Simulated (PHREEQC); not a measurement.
**Acid mine or pickling water: speciation**

Synthetic water in mg/L, 25 °C, pH 3.66, pe 9.1:

```csv
constituent,mg/L
Na,56.1
K,1.53
Ca,84.6
Mg,68.6
Cl,124
S(6) as SO4,432
O(0) (dissolved oxygen),0.373
B,0.162
P as PO4,4.75
F,2.53
```

Valence states are taken as typed.

All values are PHREEQC results (ion-association model, wateq4f.dat), not measurements.

| Quantity | Value |
|---|---|
| ionic strength | 0.0177 mol/kgw |
| total alkalinity | -0.323 meq/kg |
| charge-balance error | 0.0 % |

```
species  molality  activity   log γ
-------  --------  --------  ------
Cl-       0.00350   0.00306  -0.059
SO4-2     0.00339   0.00202  -0.224
Na+       0.00242   0.00212  -0.057
Mg+2      0.00218   0.00133  -0.216
Ca+2      0.00170   0.00102  -0.220
MgSO4    0.000628  0.000631   0.002
CaSO4    0.000411  0.000413   0.002
H+       0.000245  0.000219  -0.049
F-        9.64e-5   8.41e-5  -0.059
HSO4-     4.90e-5   4.30e-5  -0.057
H2PO4-    4.56e-5   4.01e-5  -0.055
K+        3.86e-5   3.37e-5  -0.059
HF        2.75e-5   2.76e-5   0.002
NaSO4-    2.44e-5   2.15e-5  -0.055
H3BO3     1.50e-5   1.51e-5   0.002
```

This is a speciation only: nothing precipitates in the calculation. Species that the database lacks are ignored. H3PO4, which wateq4f.dat lacks, is added to it with the constant of phreeqc.dat. Real BF4- forms and hydrolyses slowly; the run takes it at equilibrium.
